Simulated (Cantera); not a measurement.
Cantera run:

```python
import numpy as np
import cantera as ct

gas_names = [...]  # 109 gases of nasa_gas.yaml made of C, Cl, H, Si
cond_names = """
    C(gr) C6H6(L) C7H8(L) C8H18(L),n-octa Si(cr) Si(L) SiC(b)
""".split()


# ... load() reads the species with a 1 bar reference pressure and builds the phases ...
atoms = {
    'SiH4': {'Si': 1, 'H': 4},
    'HCl': {'H': 1, 'CL': 1},
    'H2': {'H': 2},
    'C2H4': {'C': 2, 'H': 4},
}
top_T = {'C(gr)': 4500, 'SiC(b)': 3050}  # K; cautious upper limits of use, not melting points


# ... equilibrate(T, P, feed) seeds the gas with the atoms and calls Mixture.equilibrate('TP', solver="vcs", rtol=1e-11, max_steps=5000) ...
results = []
feed = {'SiH4': 1, 'HCl': 0.027, 'H2': 2.9, 'C2H4': 0.026}  # mol
T = 1925  # K
P = 100000  # Pa
mix = equilibrate(T, P, feed)
results.append((T, P, feed, dict(zip(mix.species_names, mix.species_moles))))
x = sorted(zip(gas.X, gas.species_names), reverse=True)
print(f"T = {T:g} K  P = {P:g} Pa  gas = {mix.phase_moles(0):.4g} mol")
print("   x: " + "  ".join(f"{s} {v:.3e}" for v, s in x if v > 1e-05))
print("   condensed (mol): " + ("  ".join(f"{mix.phase(i).name} {mix.phase_moles(i):.4g}"
      for i in range(1, mix.n_phases) if mix.phase_moles(i) > 1e-12) or "none"))
```

Output:

```
T = 1925 K  P = 100000 Pa  gas = 4.981 mol
   x: H2 9.936e-01  HCL 5.265e-03  H 9.529e-04  SiCL2 7.314e-05  SiH2 6.770e-05  CH4 2.120e-05  Si 1.740e-05  SiH 1.412e-05
   condensed (mol): Si(L) 0.9472  SiC(b) 0.05188
```

These are equilibrium values from Cantera (NASA tables, ideal gas, pure condensed phases), not measurements of a reactor. Mutual solubility and eutectic melting of coexisting phases are not modelled. Gases not in the tables: Si2H6 and higher silanes.
